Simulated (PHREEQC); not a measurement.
PHREEQC input (Pitzer model, pitzer.dat):

```
SOLUTION 1
  temp 20
  units mol/kgw
  pH 7 charge
  S(6) 0.27
  Na 1.0304
  Cl 0.1778
  K 0.17
  C(4) 0.24
  B 0.0052
END
USE solution 1
INCREMENTAL_REACTIONS false
REACTION 1
  H2O -1
  0 9.886 18.011 24.689 30.178 34.689 38.397 41.444
  43.949 46.007 47.699 49.089 50.232 51.172 51.944 52.578
  53.1 53.528 53.88 54.17 54.408 moles
EQUILIBRIUM_PHASES 1
  Arcanite 0 0
  Burkeite 0 0
  Glaserite 0 0
  Halite 0 0
  Kalicinite 0 0
  Mirabilite 0 0
  Misenite 0 0
  Nahcolite 0 0
  Natron 0 0
  Sylvite 0 0
  Thenardite 0 0
  Trona 0 0
  Borax 0 0
  Boric_acid,s 0 0
  KB5O8:4H2O 0 0
  K2B4O7:4H2O 0 0
  NaBO2:4H2O 0 0
  NaB5O8:5H2O 0 0
  Teepleite 0 0
SELECTED_OUTPUT 1
  -reset false
  -pH true
  -pe true
  -ionic_strength true
  -water true
  -activities H2O
  -totals B C Cl K Na S
  -molalities H+ Na+ K+ Cl- CO3-2 SO4-2 B(OH)3 OH- HCO3- CO2
    HSO4- B(OH)4- B3O3(OH)4- B4O5(OH)4-2
  -equilibrium_phases Arcanite Burkeite Glaserite Halite Kalicinite Mirabilite Misenite Nahcolite Natron Sylvite
    Thenardite Trona Borax Boric_acid,s KB5O8:4H2O K2B4O7:4H2O NaBO2:4H2O NaB5O8:5H2O Teepleite
PRINT
  -reset false
END
```

Selected output (columns that matter, 21 of 21 rows; water left (kg) added in front):

```
water left (kg)	pH	mu	B	C	Cl	K	Na	S	la_H2O	Burkeite	Glaserite	Halite	Mirabilite	Sylvite
1	11.327	1.7055	0.0052	0.24	0.1778	0.17	1.0304	0.27	-0.010878	0	0	0	0	0
0.821901	11.334	2.0755	0.0063268	0.29201	0.21633	0.20684	1.2537	0.32851	-0.013063	0	0	0	0	0
0.675527	11.339	2.5258	0.0076977	0.35528	0.2632	0.25166	1.5253	0.39969	-0.015717	0	0	0	0	0
0.555222	11.343	3.0736	0.0093656	0.43226	0.32023	0.30618	1.8558	0.48629	-0.018972	0	0	0	0	0
0.456336	11.346	3.7402	0.011395	0.52593	0.38962	0.37253	2.258	0.59167	-0.02302	0	0	0	0	0
0.37507	11.349	4.5511	0.013864	0.63988	0.47404	0.45325	2.7472	0.71987	-0.028138	0	0	0	0	0
0.30827	11.353	5.5379	0.016868	0.77854	0.57677	0.55146	3.3425	0.87586	-0.034742	0	0	0	0	0
0.253378	11.36	6.7382	0.020523	0.9472	0.70172	0.67094	4.0667	1.0656	-0.043457	0	0	0	0	0
0.20825	11.373	8.199	0.02497	1.1525	0.85378	0.81633	4.9479	1.2965	-0.055256	0	0	0	0	0
0.170555	11.39	9.8862	0.030489	1.4072	1.0425	0.96429	5.9903	1.5413	-0.071054	0	0.0018452	0	0.0034394	0
0.134408	11.384	11.132	0.038688	1.7856	1.3228	0.86772	7.0148	1.4846	-0.087791	0	0.01779	0	0.034883	0
0.110601	11.355	12.336	0.047016	2.082	1.6076	0.7612	8.023	1.4946	-0.10618	0.0097303	0.028604	0	0.028033	0
0.09506	11.286	12.142	0.054702	2.1008	1.8704	0.78503	7.9614	1.3235	-0.10986	0.0403	0.031792	0	0	0
0.0781257	11.228	12.075	0.066559	2.28	2.2758	0.84808	7.9943	0.98667	-0.11854	0.061877	0.034581	0	0	0
0.0642179	11.182	12.261	0.080974	2.5172	2.7687	0.97155	8.1662	0.6471	-0.13251	0.078353	0.03587	0	0	0
0.0527823	11.225	12.894	0.098518	2.818	3.3686	1.2205	8.5457	0.35256	-0.15564	0.090502	0.035194	0	0	0
0.0433382	11.536	14.027	0.11999	3.2983	3.4031	1.4245	9.1107	0.22091	-0.17517	0.094125	0.036088	0.030318	0	0
0.0356138	11.738	15.283	0.14601	3.9176	2.896	1.4554	9.7552	0.17739	-0.18497	0.096802	0.03504	0.061616	0	0.013047
0.0292675	11.746	15.314	0.17767	3.925	2.8787	1.458	9.7779	0.17547	-0.18551	0.12117	0.01126	0	0	0.093548
0.0240374	11.875	16.395	0.21633	4.4667	2.3583	1.436	10.36	0.15351	-0.19191	0.12837	0.0047897	0	0	0.12111
0.0197451	12.034	17.822	0.26336	5.1482	1.7842	1.3892	11.181	0.1213	-0.2029	0.1338	0	0	0	0.14257
```

Complexes and solids missing from the database can't appear.
